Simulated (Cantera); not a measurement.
A closed system holds: 1 mol toluene, 1.4 mol CO2, equilibrated at 1925 K and 0.00130 bar.

Equilibrium computed with Cantera from the NASA thermochemical tables; the gas is ideal and each condensed phase is pure. Candidate condensed phases: C, C6H6, C7H8, C8H18, H2O; 110 gas species. Equilibrium is a limit: real reactors are often held back by kinetics, nucleation or transport.

Base state: H2 0.572, CO 0.408, H 0.0201, C2H2 (acetylene) 0.000262 (mole fractions); condensed: C(graphite).

Problem. What changes in the equilibrium state with this change: CO2 from 1.4 to 0.032 mol?

Solution. 
```tsv
species	before	after
H2	0.572	0.958
H	0.0201	0.0260
CO	0.408	0.0155
C2H2 (acetylene)	0.000262	0.000439
C(graphite), mol	5.60	6.96
```

Problem. What changes in the equilibrium state with this change: pressure from 0.00130 bar to 1 atm?

Solution. 
| species | before | after |
|---|---|---|
| H2 | 0.572 | 0.587 |
| CO | 0.408 | 0.412 |
| H | 0.0201 | 0.000728 |
| CH4 | 2.22e-7 | 0.000182 |
| H2O | 4.85e-8 | 3.92e-5 |
| C2H2 (acetylene) | 0.000262 | 0.000269 |
| C(graphite), mol | 5.60 | 5.60 |
